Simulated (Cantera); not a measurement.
An isothermal plug-flow reactor at 598 K and 210000 Pa (inlet), inlet velocity 3.3 m/s, active area per volume 230 1/m; feed H2 : O2 : N2 : H2O = 0.0031 : 0.14 : 0.79 : 0.0099 (molar parts), equivalence ratio 0.011.

Cantera simulation using Deutschmann's 1995 Pt surface mechanism with GRI-Mech 3.0 gas chemistry; the numbers are that mechanism's predictions, not measurements. Catalytic surfaces can have several steady states; this one follows from the mechanism file's or the stated starting coverage. Mass transfer to the wall is taken as infinitely fast.

Task: What does this change do: temperature 598 to 498 K?

Result: 
```tsv
quantity	before	after
x(H2) at z = 0.005 m	0.00239	0.00252
x(O2) at z = 0.005 m	0.148	0.148
x(H2O) at z = 0.005 m	0.0114	0.0113
θ(free Pt) at the exit	0.0265	0.0249
θ(O*) at the exit	0.962	0.943
θ(OH*) at the exit	0.0113	0.0321
```
